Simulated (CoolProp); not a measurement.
Propylene at 427.93 K and 2.68 MPa is compressed adiabatically to 16.1 MPa with isentropic efficiency 0.85. Each further row changes one setting.

The numbers come from the reference Helmholtz-energy equation of state, Lemmon 2013 in CoolProp.

```json
[
 {"case": "as stated", "work (kJ/kg)": "?", "final temperature (K)": "?", "final density (kg/m³)": "187"},
 {"case": "efficiency 1", "work (kJ/kg)": "137", "final temperature (K)": "534.0", "final density (kg/m³)": "?"},
 {"case": "efficiency 0.65", "work (kJ/kg)": "210", "final temperature (K)": "558.7", "final density (kg/m³)": "176"}
]
```

**Question.** Some entries are withheld; supply them.

**Answer.** 
- as stated, work (kJ/kg): 161
- as stated, final temperature (K): 542.0
- efficiency 1, final density (kg/m³): 193
